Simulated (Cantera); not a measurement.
Input (Python, Cantera):

```python
import numpy as np
import cantera as ct

gas = ct.Solution("gri30.yaml")
gas.TPX = 1323, 890000, {'CH4': 1, 'O2': 0.833, 'N2': 9.17}
reactor = ct.IdealGasReactor(gas, energy="on", clone=False)
net = ct.ReactorNet([reactor])
net.rtol, net.atol = 1e-08, 1e-16
show = ['CH4', 'O2', 'CO', 'O', 'OH', 'NO']
times = np.geomspace(2e-06, 1, 11)

steps = ct.SolutionArray(gas, extra=["t"])
rows = []
print(f"{'t/s':>10s}{'T/K':>9s}{'P/Pa':>11s}" + "".join(f"{s:>11s}" for s in show))
for t in times:
    while net.time < t:
        t_next = net.step()
        steps.append(gas.state, t=t_next)
    rows.append([np.interp(t, steps.t, y) for y in (steps.T, steps.P, *steps(*show).X.T)])
    print(f"{t:10.3e}{rows[-1][0]:9.1f}{rows[-1][1]:11.4g}" + "".join(f"{x:11.3e}" for x in rows[-1][2:]))
rate = np.gradient(steps.T, steps.t)
print("integrator steps:", len(steps.t))
if steps.T.max() > steps.T[0] + 200:
    print(f"time of steepest temperature rise: {steps.t[rate.argmax()]:.4e} s")
gas.TPX = 1323, 890000, {'CH4': 1, 'O2': 0.833, 'N2': 9.17}
gas.equilibrate("UV")
print(f"equilibrium (UV): T = {gas.T:.1f} K  " + "  ".join(f"{s} {gas[s].X[0]:.3e}" for s in show))
```

It prints:

```
       t/s      T/K       P/Pa        CH4         O2         CO          O         OH         NO
 2.000e-06   1323.0    8.9e+05  9.088e-02  7.571e-02  5.326e-14  3.341e-11  6.073e-11  2.447e-19
 7.429e-06   1323.0    8.9e+05  9.088e-02  7.571e-02  2.848e-12  6.648e-11  2.234e-10  1.565e-18
 2.759e-05   1323.0    8.9e+05  9.088e-02  7.571e-02  2.005e-10  2.410e-10  1.153e-09  1.630e-17
 1.025e-04   1323.0    8.9e+05  9.087e-02  7.570e-02  2.486e-08  1.280e-09  4.759e-09  3.064e-16
 3.807e-04   1323.3  8.902e+05  9.080e-02  7.566e-02  1.773e-06  2.396e-09  8.201e-09  3.548e-15
 1.414e-03   1325.5  8.917e+05  9.037e-02  7.542e-02  5.008e-05  4.353e-09  1.768e-08  3.117e-14
 5.253e-03   1407.2  9.502e+05  7.799e-02  6.656e-02  4.737e-03  1.103e-07  4.998e-07  2.084e-11
 1.951e-02   1953.3  1.438e+06  1.889e-03  6.986e-10  6.605e-02  2.907e-09  5.009e-06  3.606e-07
 7.248e-02   1940.4  1.443e+06  3.037e-04  3.964e-10  7.456e-02  2.187e-09  3.568e-06  4.024e-07
 2.692e-01   1938.2  1.442e+06  9.463e-08  3.730e-10  7.510e-02  2.099e-09  3.455e-06  4.226e-07
 1.000e+00   1938.2  1.442e+06  3.499e-08  3.730e-10  7.510e-02  2.099e-09  3.455e-06  4.077e-07
integrator steps: 2693
time of steepest temperature rise: 5.9065e-03 s
equilibrium (UV): T = 1938.2 K  CH4 3.880e-08  O2 3.729e-10  CO 7.511e-02  O 2.098e-09  OH 3.455e-06  NO 2.659e-07
```

Detailed kinetics in Cantera: GRI-Mech 3.0 (53 species, 325 reactions).
